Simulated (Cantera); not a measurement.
Feed: 1 mol SiH4, 0.8 mol NH3, 13 mol N2, equilibrated at 1752 °C and 1.33 mbar.

Cantera equilibrium calculation (NASA polynomials, part measured and part estimated; ideal gas, pure solids and liquids). Candidate condensed phases: Si, Si3N4; 18 gas species. The tables' values for SiN are old estimates; treat these amounts as uncertain. Gases not in the tables: Si2H6 and higher silanes. The numbers say what is thermodynamically allowed, not how fast it happens.

Base state: N2 0.762, H2 0.171, Si 0.0437, H 0.0218, Si2 0.000480, Si2N 0.000438, SiH 0.000422, SiN 0.000342 (mole fractions); condensed: Si(l).

Problem. What changes in the equilibrium state with this change: SiH4 replaced by SiCl4?

Solution. 
```tsv
species	before	after
N2	0.762	0.791
HCl	0	0.0962
SiCl2	0	0.0551
H2	0.171	0.0191
Cl	0	0.0273
Si	0.0437	0.00213
H	0.0218	0.00728
SiCl	0	0.00143
SiCl3	0	0.000296
Si3	0.000102	1.18e-8
Si(l), mol	0.181	0
```
The tables' values for SiCl, SiCl3, SiN are old estimates; treat these amounts as uncertain. Further candidate phases: NH4Cl.
